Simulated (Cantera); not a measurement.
Feed: 1 mol B2H6, 0.053 mol O2, 0.44 mol N2, equilibrated at 10.0 mbar.

Equilibrium computed with Cantera from the NASA thermochemical tables; the gas is ideal and each condensed phase is pure. Candidate condensed phases: B, BN, B2O3, B3O3H3, H2O; 39 gas species. The feed counts by its element totals alone. N2 is the only nitrogen source here; it is nearly inert below about 1500 K, so the nitride shown seldom forms there in practice. Mutual solubility and eutectic melting of coexisting phases are not modelled. Kinetics and transport are ignored. All values below are at 1423 K.

Base state: H2 0.982, HBO 0.0147, B2O2 0.00204, B3O3H3 0.000677, B2O3 0.000410, HBO2 0.000306, H 6.58e-5, BO 2.88e-5 (mole fractions); condensed: B(s) + BN(s) + B2O3(l).

Task: What changes in the equilibrium state with this change: B2H6 replaced by BF3?

Result: 
```
species         before   after
------------  --------  ------
BF3                  0   0.670
N2             6.24e-8   0.295
O2               <1e-9  0.0354
H2               0.982       0
HBO             0.0147       0
B2O2           0.00204   <1e-9
B3O3H3        0.000677       0
B2O3          0.000410   <1e-9
HBO2          0.000306       0
B(s), mol         1.03       0
BN(s), mol       0.880       0
B2O3(l), mol    0.0124       0
```
